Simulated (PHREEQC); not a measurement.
**Hard or scaling water: an equilibrium model**

Make-up at 85 °C: 6.4e-05 mol/kgw Ca(HCO3)2, 1.9e-05 mol/kgw CO2 and 3.8e-05 mol/kgw MgSO4. Closed to the air; pH follows from the charge balance.

All values are PHREEQC results (ion-association model, phreeqc.dat), not measurements.

Each row changes one thing in this solution. This is a speciation only: nothing precipitates in the calculation.

```tsv
case	pH	ionic strength (mol/kgw)	HCO3- (mol/kgw)	Mg+2 (mol/kgw)	SO4-2 (mol/kgw)	CO2 (mol/kgw)
as made	7.07	0.000338	0.000123	3.68e-5	3.66e-5	2.31e-5
Ca(HCO3)2 replaced by K2CO3 at the same molality	8.13	0.000274	8.07e-5	3.55e-5	3.70e-5	1.34e-6
CO2 from 1.9e-05 to 1.71e-05 mol/kgw	7.10	0.000338	0.000123	3.68e-5	3.66e-5	2.15e-5
8.2e-06 mol/kgw NaHCO3 added	7.10	0.000346	0.000131	3.68e-5	3.66e-5	2.34e-5
diluted 5-fold with water	6.91	6.86e-5	2.30e-5	7.53e-6	7.53e-6	6.35e-6
```

At this temperature some constants are extrapolated from 25 °C, and those without enthalpy data are left unchanged.
